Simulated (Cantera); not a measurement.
A perfectly stirred reactor is fed with H₂ : O₂ : N₂ = 1 : 0.877 : 3.3 (molar parts), at 4.40 bar; it is adiabatic with a 325 K inlet, and is followed from long to short residence time, starting on the burning branch (τ in s: 0.22, 0.082, 0.031, 0.012, 0.0043, 0.0016, 0.00061, 0.00023, 8.6e-05, 3.2e-05, 1.2e-05, 4.5e-06).

Model: GRI-Mech 3.0 (53 species, 325 reactions), integrated in Cantera. The hydrogen kinetics of GRI-Mech 3.0 are dated; newer H2 mechanisms differ, most at raised pressure.

What does this change do: inlet temperature 325 to 350 K?


| quantity | before | after |
|---|---|---|
| blow-out, bracketed by the residence times tried | burning at 12.0 µs, out at 4.50 µs | burning at 12.0 µs, out at 4.50 µs |
| x(H₂) at τ = 0.220 s | 3.91e-5 | 4.21e-5 |
| x(O₂) at τ = 0.220 s | 0.0804 | 0.0804 |
| x(HO₂) at τ = 0.220 s | 1.50e-6 | 1.59e-6 |
| x(NO) at τ = 0.220 s | 2.55e-5 | 3.53e-5 |
| x(NO₂) at τ = 0.220 s | 9.19e-8 | 1.19e-7 |
| x(H₂) at τ = 0.610 ms | 0.00146 | 0.00145 |
| x(O₂) at τ = 0.610 ms | 0.0801 | 0.0801 |
| x(HO₂) at τ = 0.610 ms | 2.80e-5 | 2.62e-5 |
| x(NO) at τ = 0.610 ms | 7.77e-6 | 8.73e-6 |
| x(NO₂) at τ = 0.610 ms | 3.93e-8 | 4.18e-8 |
